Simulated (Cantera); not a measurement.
A closed system holds: 1 mol Fe3O4, 2.8 mol CH4, 0.99 mol N2, held at 1998.15 K.

Method: chemical equilibrium by Gibbs-energy minimisation in Cantera with the NASA 1993 tables (ideal gas, pure condensed phases). Candidate condensed phases: C, C6H6, C7H8, C8H18, Fe, Fe(CO)5, FeO, Fe(OH)2, Fe(OH)3, Fe2O3, Fe3O4, H2O; 140 gas species. Equilibrium is a limit: real reactors are often held back by kinetics, nucleation or transport.

Q: Which condensed phases are stable at each of these points (P (Pa)): 10, 100, 1000, 10000, 100000, 1000000?

A: 
```csv
P (Pa),condensed phases,Fe condensed (%)
10,gas only,0.0
100,gas only,0.0
1000,Fe(l),88.3
10000,Fe(l),98.9
100000,Fe(l),99.9
1000000,Fe(l),100.0
```

From 0.0750 Torr to 0.750 Torr nothing is condensed. From 7.50 Torr to 7500 Torr the condensed part is Fe(l).
